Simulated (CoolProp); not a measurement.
A Linde-Hampson liquefier for methane: isothermal reversible compression at 230 K from 1 atm to 40 MPa, throttling to 1 atm, return gas leaving the recuperator 5 K below the feed. Each further row changes one setting.

The numbers come from the reference Helmholtz-energy equation of state, Setzmann 1991 in CoolProp.

| case | liquid yield per pass | compression work (kJ/kg of gas) |
|---|---|---|
| as stated | ? | 609 |
| high pressure 80 MPa | ? | 724 |
| warm-end temperature 260 K | 0.323 | 727 |
| warm-end gap 10 K | ? | 609 |

Task: What belongs in the gaps?

Result: 
- as stated, liquid yield per pass: 0.399
- high pressure 80 MPa, liquid yield per pass: 0.340
- warm-end gap 10 K, liquid yield per pass: 0.391
